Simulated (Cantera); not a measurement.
Charge: 1 mol SiCl4, 2.7 mol HCl, 7.6 mol H2, held at 1.00 bar.

Equilibrium computed with Cantera from the NASA thermochemical tables; the gas is ideal and each condensed phase is pure. Candidate condensed phases: Si; 19 gas species. The numbers say what is thermodynamically allowed, not how fast it happens.

Problem. At 850 K, list the 4 most abundant gas species with their mole fractions, and the condensed phases.

Solution. H2 0.672, HCl 0.239, SiCl4 0.0881, SiHCl3 0.000410. Condensed: gas only.
